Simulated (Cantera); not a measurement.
**Adiabatic ignition**

An adiabatic, constant-volume homogeneous reactor starts with 12.6 % CH4, 16.8 % O2, 63.3 % N2, 7.32 % H2O, equivalence ratio 1.5, at 1100 K and 490000 Pa.

Cantera simulation using GRI-Mech 3.0 (53 species, 325 reactions); the numbers are that mechanism's predictions, not measurements.

```json
[
 {"t (s)": "8.00e-6", "T (K)": "1100", "P (bar)": "4.90", "x CH4": "0.126", "x O2": "0.168", "x H2O": "0.0732", "x C2H6": "<1e-12", "x H2O2": "2.84e-11", "x C2H4": "<1e-12", "x NO": "<1e-12"},
 {"t (s)": "2.08e-5", "T (K)": "1100", "P (bar)": "4.90", "x CH4": "0.126", "x O2": "0.168", "x H2O": "0.0732", "x C2H6": "<1e-12", "x H2O2": "1.87e-10", "x C2H4": "<1e-12", "x NO": "<1e-12"},
 {"t (s)": "5.41e-5", "T (K)": "1100", "P (bar)": "4.90", "x CH4": "0.126", "x O2": "0.168", "x H2O": "0.0732", "x C2H6": "1.13e-11", "x H2O2": "1.19e-9", "x C2H4": "<1e-12", "x NO": "<1e-12"},
 {"t (s)": "0.000141", "T (K)": "1100", "P (bar)": "4.90", "x CH4": "0.126", "x O2": "0.168", "x H2O": "0.0732", "x C2H6": "2.28e-10", "x H2O2": "6.86e-9", "x C2H4": "2.47e-12", "x NO": "<1e-12"},
 {"t (s)": "0.000366", "T (K)": "1100", "P (bar)": "4.90", "x CH4": "0.126", "x O2": "0.168", "x H2O": "0.0732", "x C2H6": "5.94e-9", "x H2O2": "3.15e-8", "x C2H4": "6.52e-11", "x NO": "<1e-12"},
 {"t (s)": "0.000953", "T (K)": "1100", "P (bar)": "4.90", "x CH4": "0.126", "x O2": "0.168", "x H2O": "0.0732", "x C2H6": "1.96e-7", "x H2O2": "8.78e-8", "x C2H4": "2.19e-9", "x NO": "<1e-12"},
 {"t (s)": "0.00248", "T (K)": "1100", "P (bar)": "4.90", "x CH4": "0.126", "x O2": "0.168", "x H2O": "0.0732", "x C2H6": "2.42e-6", "x H2O2": "1.26e-7", "x C2H4": "2.91e-8", "x NO": "<1e-12"},
 {"t (s)": "0.00645", "T (K)": "1100", "P (bar)": "4.90", "x CH4": "0.126", "x O2": "0.168", "x H2O": "0.0733", "x C2H6": "1.11e-5", "x H2O2": "2.03e-7", "x C2H4": "1.65e-7", "x NO": "<1e-12"},
 {"t (s)": "0.0168", "T (K)": "1102", "P (bar)": "4.91", "x CH4": "0.126", "x O2": "0.168", "x H2O": "0.0734", "x C2H6": "5.11e-5", "x H2O2": "5.33e-7", "x C2H4": "1.31e-6", "x NO": "<1e-12"},
 {"t (s)": "0.0437", "T (K)": "1132", "P (bar)": "5.05", "x CH4": "0.122", "x O2": "0.164", "x H2O": "0.0772", "x C2H6": "0.000676", "x H2O2": "1.09e-5", "x C2H4": "1.00e-4", "x NO": "<1e-12"},
 {"t (s)": "0.114", "T (K)": "2706", "P (bar)": "13.1", "x CH4": "3.92e-11", "x O2": "0.000148", "x H2O": "0.220", "x C2H6": "<1e-12", "x H2O2": "1.03e-7", "x C2H4": "<1e-12", "x NO": "0.000733"},
 {"t (s)": "0.296", "T (K)": "2706", "P (bar)": "13.1", "x CH4": "3.92e-11", "x O2": "0.000148", "x H2O": "0.220", "x C2H6": "<1e-12", "x H2O2": "1.03e-7", "x C2H4": "<1e-12", "x NO": "0.000733"},
 {"t (s)": "0.769", "T (K)": "2706", "P (bar)": "13.1", "x CH4": "3.92e-11", "x O2": "0.000148", "x H2O": "0.220", "x C2H6": "<1e-12", "x H2O2": "1.03e-7", "x C2H4": "<1e-12", "x NO": "0.000733"},
 {"t (s)": "2.00", "T (K)": "2706", "P (bar)": "13.1", "x CH4": "3.92e-11", "x O2": "0.000148", "x H2O": "0.220", "x C2H6": "<1e-12", "x H2O2": "1.03e-7", "x C2H4": "<1e-12", "x NO": "0.000733"}
]
```
x: mole fraction; the columns are a selection and need not sum to one.

| Property | Result |
|---|---|
| time of steepest temperature rise | 48.3 ms |
| temperature at 2.00 s | 2706 K |
| equilibrium temperature | 2706 K |
| x(CH4) at 2.00 s | 3.92e-11 (gas-phase equilibrium 4.46e-11) |
| x(O2) at 2.00 s | 0.000148 (gas-phase equilibrium 0.000148) |
| x(H2O) at 2.00 s | 0.220 (gas-phase equilibrium 0.220) |
